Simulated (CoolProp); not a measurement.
Vapour-liquid equilibrium of cyclopropane (1) + R134a (2) at 501 kPa; x and y are mole fractions of (1).

The numbers come from the multi-fluid Helmholtz-energy mixture model, Polt 1992 and Tillner-Roth 1994; pair parameters Bell 2016 in CoolProp. This equation is an older, rougher fit; its heat capacities, sound speeds and derivatives of the liquid may be far off and weren't checked against measurements.

| x | bubble temperature, mixture model (°C) | bubble temperature, Raoult's law (°C) | y, mixture model | y, Raoult's law |
|---|---|---|---|---|
| 0.05 | 12.7 | 15.6 | 0.128 | 0.056 |
| 0.125 | 9.2 | 15.3 | 0.266 | 0.138 |
| 0.2 | 6.8 | 15.0 | 0.361 | 0.219 |
| 0.275 | 5.3 | 14.8 | 0.428 | 0.299 |
| 0.35 | 4.3 | 14.5 | 0.477 | 0.377 |
| 0.425 | 3.7 | 14.2 | 0.515 | 0.454 |
| 0.5 | 3.4 | 13.9 | 0.546 | 0.529 |
| 0.575 | 3.3 | 13.6 | 0.576 | 0.604 |
| 0.65 | 3.4 | 13.3 | 0.606 | 0.677 |
| 0.725 | 3.8 | 13.0 | 0.642 | 0.748 |
| 0.8 | 4.6 | 12.8 | 0.690 | 0.819 |
| 0.875 | 6.0 | 12.5 | 0.761 | 0.888 |
| 0.95 | 8.8 | 12.2 | 0.876 | 0.956 |

The largest gap from Raoult's law is -10.5 K in bubble temperature, at x = 0.5. y crosses x between x = 0.575 and 0.65: the model has an azeotrope there.

Pair parameters are fitted to limited data, so mixtures are less certain than the pure fluids.
